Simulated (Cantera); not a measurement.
A freely propagating, adiabatic, planar premixed flame of H₂ : O₂ : N₂ = 1 : 0.877 : 4.21 (molar parts), equivalence ratio 0.57, unburnt at 350 K and 0.440 bar; mixture-averaged transport, grid criteria slope 0.08 and curve 0.16, no radiation.

Cantera simulation using the H2/O2 subset of GRI-Mech 3.0, which has no nitrogen chemistry; the numbers are that mechanism's predictions, not measurements. Burning velocities carry a grid error of a few per cent, more on coarse grids. Lean hydrogen flames are cellular in practice and burn faster than this planar one.

### Question
What does this change do: 0.059 parts H2O added?

### Answer
| quantity | before | after |
|---|---|---|
| laminar burning velocity | 63.4 cm/s | 59.1 cm/s |
| thermal thickness | 1.20 mm | 1.21 mm |
| peak x(H₂O₂) | 4.67e-5 | 4.80e-5 |
| peak x(HO₂) | 0.000176 | 0.000177 |
| peak x(O) | 0.00388 | 0.00351 |

### Question
What does this change do: N2 4.21 to 3.2 parts?

### Answer
| quantity | before | after |
|---|---|---|
| laminar burning velocity | 63.4 cm/s | 125 cm/s |
| thermal thickness | 1.20 mm | 0.992 mm |
| peak x(H₂O₂) | 4.67e-5 | 5.25e-5 |
| peak x(HO₂) | 0.000176 | 0.000244 |
| peak x(O) | 0.00388 | 0.00833 |

### Question
What does this change do: inlet temperature 350 to 500 K?

### Answer
| quantity | before | after |
|---|---|---|
| laminar burning velocity | 63.4 cm/s | 183 cm/s |
| thermal thickness | 1.20 mm | 1.23 mm |
| peak x(H₂O₂) | 4.67e-5 | 1.85e-5 |
| peak x(HO₂) | 0.000176 | 0.000163 |
| peak x(O) | 0.00388 | 0.00697 |
